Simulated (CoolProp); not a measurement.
Saturation properties of m-xylene (Tc = 343.7 °C, pc = 35.35 bar, ω = 0.326).

Values from CoolProp's reference Helmholtz-energy equation of state, Zhou 2012.

| T (°C) | p (bar) | liquid density (kg/m³) | liquid viscosity (µPa s) | liquid conductivity (mW/(m K)) |
|---|---|---|---|---|
| 53.45 | 0.04896 | 835.1 | 431 | 122 |
| 70.35 | 0.1028 | 820.0 | 370 | 118 |
| 87.25 | 0.1987 | 804.7 | 322 | 114 |
| 104.15 | 0.3583 | 789.0 | 282 | 109 |
| 120.95 | 0.6070 | ? | 249 | 105 |
| 137.85 | ? | 756.5 | 221 | 101 |
| 154.75 | 1.516 | 739.4 | 197 | 97.2 |
| 171.55 | 2.252 | 721.7 | 176 | 93.5 |
| 188.45 | 3.243 | 703.2 | 157 | 90.1 |
| 205.35 | 4.540 | 683.6 | 140 | 86.9 |
| 222.25 | 6.196 | 662.7 | 125 | 84.0 |
| 239.05 | 8.261 | 640.5 | 112 | 81.4 |
| 255.95 | 10.82 | 616.0 | 99.7 | 79.0 |
| 272.85 | 13.95 | ? | 88.1 | 77.1 |
| 289.65 | 17.69 | 557.5 | 77.1 | 75.5 |

### Question
Complete the blanks.

### Answer

- 120.95, liquid density (kg/m³): 773.1
- 137.85, p (bar): 0.9807
- 272.85, liquid density (kg/m³): 588.7

It boils at 139.1 °C under 1 atm.

Viscosity comes from a separate model (Cao 2016). Thermal conductivity comes from a separate model (Mylona 2014).
